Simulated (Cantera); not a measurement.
Premixed flame

A freely propagating, adiabatic, planar premixed flame of H₂ : O₂ : N₂ : H₂O = 1 : 0.25 : 0.75 : 0.53 (molar parts), equivalence ratio 2.0, unburnt at 500 K and 1.58 atm; mixture-averaged transport, grid criteria slope 0.08 and curve 0.16, no radiation.

Computed with Cantera and the H2/O2 subset of GRI-Mech 3.0, which has no nitrogen chemistry. Burning velocities carry a grid error of a few per cent, more on coarse grids.

```json
[
 {"z (mm)": "-0.572", "T (K)": "500", "u (m/s)": "4.55", "x H₂": "0.395", "x O₂": "0.0988", "x H₂O": "0.209", "x OH": "<1e-8", "x H₂O₂": "<1e-8", "x O": "<1e-8"},
 {"z (mm)": "-0.381", "T (K)": "500", "u (m/s)": "4.54", "x H₂": "0.395", "x O₂": "0.0988", "x H₂O": "0.210", "x OH": "<1e-8", "x H₂O₂": "<1e-8", "x O": "<1e-8"},
 {"z (mm)": "-0.286", "T (K)": "500", "u (m/s)": "4.54", "x H₂": "0.395", "x O₂": "0.0989", "x H₂O": "0.210", "x OH": "<1e-8", "x H₂O₂": "<1e-8", "x O": "<1e-8"},
 {"z (mm)": "-0.191", "T (K)": "501", "u (m/s)": "4.55", "x H₂": "0.394", "x O₂": "0.0990", "x H₂O": "0.210", "x OH": "<1e-8", "x H₂O₂": "1.45e-7", "x O": "4.71e-8"},
 {"z (mm)": "-0.0953", "T (K)": "554", "u (m/s)": "4.94", "x H₂": "0.380", "x O₂": "0.0998", "x H₂O": "0.217", "x OH": "2.86e-5", "x H₂O₂": "2.18e-5", "x O": "6.34e-6"},
 {"z (mm)": "-0.0476", "T (K)": "797", "u (m/s)": "6.91", "x H₂": "0.349", "x O₂": "0.0924", "x H₂O": "0.245", "x OH": "0.000579", "x H₂O₂": "6.00e-5", "x O": "0.000128"},
 {"z (mm)": "0", "T (K)": "1138", "u (m/s)": "9.66", "x H₂": "0.298", "x O₂": "0.0699", "x H₂O": "0.301", "x OH": "0.00103", "x H₂O₂": "2.08e-5", "x O": "0.000767"},
 {"z (mm)": "0.0476", "T (K)": "1387", "u (m/s)": "11.7", "x H₂": "0.247", "x O₂": "0.0388", "x H₂O": "0.364", "x OH": "0.00209", "x H₂O₂": "3.55e-6", "x O": "0.00146"},
 {"z (mm)": "0.0953", "T (K)": "1525", "u (m/s)": "12.8", "x H₂": "0.216", "x O₂": "0.0168", "x H₂O": "0.406", "x OH": "0.00303", "x H₂O₂": "1.90e-6", "x O": "0.00128"},
 {"z (mm)": "0.191", "T (K)": "1644", "u (m/s)": "13.7", "x H₂": "0.200", "x O₂": "0.00292", "x H₂O": "0.434", "x OH": "0.00362", "x H₂O₂": "1.10e-6", "x O": "0.000673"},
 {"z (mm)": "0.381", "T (K)": "1733", "u (m/s)": "14.4", "x H₂": "0.202", "x O₂": "0.000448", "x H₂O": "0.442", "x OH": "0.00335", "x H₂O₂": "5.88e-7", "x O": "0.000363"},
 {"z (mm)": "0.762", "T (K)": "1805", "u (m/s)": "14.9", "x H₂": "0.207", "x O₂": "0.000174", "x H₂O": "0.446", "x OH": "0.00258", "x H₂O₂": "2.83e-7", "x O": "0.000173"},
 {"z (mm)": "1.52", "T (K)": "1857", "u (m/s)": "15.3", "x H₂": "0.211", "x O₂": "6.82e-5", "x H₂O": "0.449", "x OH": "0.00173", "x H₂O₂": "1.24e-7", "x O": "6.81e-5"}
]
```
x: mole fraction of selected species; z is measured from the peak of heat release.

| Item | Result |
|---|---|
| laminar burning velocity | 455 cm/s |
| thermal thickness | 0.191 mm |
| peak x(OH) | 0.00364 |
| peak x(H₂O₂) | 6.05e-5 |
| peak x(O) | 0.00149 |
| grid points | 107 |
